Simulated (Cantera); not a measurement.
Input: 1 mol BN, 0.4 mol O₂, 0.5 mol N₂, held at 1527 °C and 1.00 bar.

Cantera equilibrium calculation (NASA polynomials, part measured and part estimated; ideal gas, pure solids and liquids). Candidate condensed phases: B, BN, B₂O₃; 17 gas species. Mutual solubility and eutectic melting of coexisting phases are not modelled. Kinetics and transport are ignored.

Base state: N₂ 0.996, B₂O₃ 0.00343, B₂O₂ 0.000169, BO 4.26e-5 (mole fractions); condensed: BN(s) + B₂O₃(l).

Question: What changes in the equilibrium state with this change: pressure from 1.00 bar to 0.133 bar?

Answer: 
```
species         before     after
------------  --------  --------
N₂               0.996     0.971
B₂O₃           0.00343    0.0257
B₂O₂          0.000169   0.00251
BO             4.26e-5  0.000449
BN(s), mol       0.467     0.465
B₂O₃(l), mol     0.264     0.245
```
